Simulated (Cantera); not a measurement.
Cantera run:

```python
import numpy as np
import cantera as ct

gas_names = """
    H HO2 H2 H2O H2O2 O OH O2 O3 Si SiH SiH2 SiH3 SiH4 SiO SiO2 Si2 Si3
""".split()
cond_names = """
    H2O(s) H2O(L) Si(cr) Si(L) SiO2(Lqz) SiO2(hqz) SiO2(L)
""".split()


# ... load() reads the species with a 1 bar reference pressure and builds the phases ...
atoms = {
    'Si': {'Si': 1},
    'H2O': {'H': 2, 'O': 1},
    'H2': {'H': 2},
}
top_T = {}  # K; cautious upper limits of use, not melting points


# ... equilibrate(T, P, feed) seeds the gas with the atoms and calls Mixture.equilibrate('TP', solver="vcs", rtol=1e-11, max_steps=5000) ...
results = []
feed = {'Si': 1, 'H2O': 0.0059, 'H2': 460}  # mol
T = 1748.15  # K
for P in [0.1, 1, 10, 100, 1000, 10000, 100000, 1000000]:
    mix = equilibrate(T, P, feed)
    results.append((T, P, feed, dict(zip(mix.species_names, mix.species_moles))))
    x = sorted(zip(gas.X, gas.species_names), reverse=True)
    print(f"T = {T:g} K  P = {P:g} Pa  gas = {mix.phase_moles(0):.4g} mol")
    print("   x: " + "  ".join(f"{s} {v:.3e}" for v, s in x if v > 1e-06))
    print("   condensed (mol): " + ("  ".join(f"{mix.phase(i).name} {mix.phase_moles(i):.4g}"
          for i in range(1, mix.n_phases) if mix.phase_moles(i) > 1e-12) or "none"))
```

Result:

```
T = 1748.15 K  P = 0.1 Pa  gas = 513.3 mol
   x: H2 7.942e-01  H 2.039e-01  Si 1.934e-03  SiO 1.149e-05  SiH 2.293e-06
   condensed (mol): none
T = 1748.15 K  P = 1 Pa  gas = 477.7 mol
   x: H2 9.282e-01  H 6.970e-02  Si 2.072e-03  SiO 1.235e-05  SiH 8.400e-06
   condensed (mol): none
T = 1748.15 K  P = 10 Pa  gas = 466.3 mol
   x: H2 9.753e-01  H 2.259e-02  Si 2.098e-03  SiH 2.757e-05  SiO 1.265e-05  SiH2 2.882e-06  Si2 1.552e-06
   condensed (mol): none
T = 1748.15 K  P = 100 Pa  gas = 462.4 mol
   x: H2 9.912e-01  H 7.203e-03  Si 1.459e-03  SiH 6.111e-05  SiH2 2.037e-05  SiO 1.276e-05  Si2 7.500e-06  Si3 1.838e-06
   condensed (mol): Si(L) 0.2724
T = 1748.15 K  P = 1000 Pa  gas = 460.6 mol
   x: H2 9.975e-01  H 2.285e-03  Si 1.459e-04  SiH2 2.050e-05  SiH 1.938e-05  SiO 1.281e-05
   condensed (mol): Si(L) 0.9076
T = 1748.15 K  P = 10000 Pa  gas = 460.2 mol
   x: H2 9.992e-01  H 7.232e-04  SiH2 2.053e-05  Si 1.459e-05  SiO 1.282e-05  SiH 6.135e-06
   condensed (mol): Si(L) 0.975
T = 1748.15 K  P = 100000 Pa  gas = 460.1 mol
   x: H2 9.997e-01  H 2.288e-04  SiH2 2.054e-05  SiO 1.281e-05  SiH 1.941e-06  Si 1.459e-06  SiH4 1.188e-06
   condensed (mol): Si(L) 0.9825
T = 1748.15 K  P = 1e+06 Pa  gas = 460 mol
   x: H2 9.999e-01  H 7.234e-05  SiH2 2.054e-05  SiO 1.264e-05  SiH4 1.188e-05
   condensed (mol): Si(L) 0.9787
```

Equilibrium computed with Cantera from the NASA thermochemical tables; the gas is ideal and each condensed phase is pure. Gases not in the tables: Si2H6 and higher silanes.
